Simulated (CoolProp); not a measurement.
Vapour pressure (bar) of R124: the reference equation beside estimates from Tc = 122.3 °C, pc = 36.24 bar, ω = 0.288. Clausius-Clapeyron is anchored at -57.75 °C with a constant enthalpy of vaporisation of 25.37 kJ/mol.

The numbers come from the reference Helmholtz-energy equation of state, de Vries 1995 in CoolProp.

| T (°C) | reference | Lee-Kesler | Clausius-Clapeyron | Redlich-Kwong | Peng-Robinson |
|---|---|---|---|---|---|
| -81.75 | 0.01448 | 0.01404 | 0.01533 | 0.05159 | 0.01591 |
| -75.75 | 0.02407 | 0.02333 | 0.02489 | [?] | [?] |
| -69.75 | 0.03863 | 0.03745 | 0.03927 | 0.1202 | 0.04120 |
| -63.75 | 0.06002 | 0.05828 | 0.06036 | 0.1753 | 0.06325 |
| -57.75 | 0.09058 | 0.08813 | 0.09058 | [?] | 0.09447 |
| -51.85 | 0.1323 | 0.1290 | 0.1321 | 0.3435 | 0.1368 |
| -45.85 | 0.1898 | 0.1857 | 0.1902 | 0.4662 | 0.1948 |
| -39.85 | 0.2664 | 0.2614 | 0.2686 | 0.6206 | 0.2716 |
| -33.85 | 0.3664 | [?] | [?] | 0.8116 | 0.3716 |
| -27.85 | 0.4948 | 0.4885 | 0.5092 | 1.044 | 0.4995 |
| -21.85 | 0.6568 | 0.6504 | [?] | 1.324 | [?] |
| -15.85 | 0.8585 | 0.8525 | 0.9096 | 1.657 | 0.8607 |
| -9.85 | 1.106 | [?] | 1.192 | 2.048 | 1.106 |

Question: Complete the blanks.

Answer: 
- -75.75, Redlich-Kwong: 0.08006
- -75.75, Peng-Robinson: 0.02603
- -57.75, Redlich-Kwong: 0.2490
- -33.85, Lee-Kesler: 0.3607
- -33.85, Clausius-Clapeyron: 0.3728
- -21.85, Clausius-Clapeyron: 0.6853
- -21.85, Peng-Robinson: 0.6606
- -9.85, Lee-Kesler: 1.101

Absolute difference from the reference over all 13 rows, mean and median: Lee-Kesler 2.0 and 2.2 %, Clausius-Clapeyron 2.7 and 1.7 %, Redlich-Kwong 155.2 and 145.6 %, Peng-Robinson 3.5 and 2.6 %.
